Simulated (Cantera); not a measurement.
Input: 1 mol V₂O₃, 16 mol H₂, 0.2 mol H₂O, at 75.0 Torr.

Method: chemical equilibrium by Gibbs-energy minimisation in Cantera with the NASA 1993 tables (ideal gas, pure condensed phases). Candidate condensed phases: H₂O, V, VO, V₂O₃, V₂O₄, V₂O₅; 12 gas species. Mutual solubility and eutectic melting of coexisting phases are not modelled. VO: taken at fixed stoichiometry. Condensed phases not in the tables: the oxides between V₂O₃ and V₂O₅ other than VO₂. Equilibrium is a limit: real reactors are often held back by kinetics, nucleation or transport.

x: gas mole fraction; n: condensed amount in mol.

```csv
T (°C),x H₂,x H₂O,x H,x VO₂,x VO,x OH,n V₂O₃(s),n VO(s),n VO(l)
727,0.988,0.0123,7.13e-9,<1e-12,<1e-12,<1e-12,1.00,0,0
827,0.988,0.0123,8.13e-8,<1e-12,<1e-12,4.53e-12,1.00,0,0
927,0.988,0.0123,6.20e-7,<1e-12,<1e-12,6.19e-11,1.00,0,0
1027,0.988,0.0123,3.48e-6,1.96e-11,<1e-12,5.67e-10,1.00,0,0
1127,0.988,0.0123,1.53e-5,4.66e-10,1.01e-11,3.80e-9,1.00,0,0
1227,0.988,0.0123,5.53e-5,7.15e-9,2.87e-10,1.97e-8,1.00,0,0
1327,0.987,0.0123,0.000171,7.70e-8,5.31e-9,8.36e-8,1.000,0,0
1427,0.987,0.0123,0.000463,6.18e-7,6.86e-8,2.99e-7,1.000,0,0
1527,0.984,0.0144,0.00112,4.21e-6,6.09e-7,1.09e-6,0.966,0.0670,0
1627,0.977,0.0206,0.00248,2.59e-5,3.79e-6,4.29e-6,___,0.268,0
1727,0.967,0.0283,0.00506,0.000132,1.94e-5,1.48e-5,___,0.521,0
1827,0.948,0.0417,0.00959,0.000600,7.97e-5,5.03e-5,___,0,0.969
1927,0.911,0.0692,0.0170,0.00257,0.000261,0.000180,___,0,1.91
```

### Question
Fill in the missing entries.

### Answer

- 1627, n V₂O₃(s): 0.866
- 1727, n V₂O₃(s): 0.738
- 1827, n V₂O₃(s): 0.510
- 1927, n V₂O₃(s): 0.0208
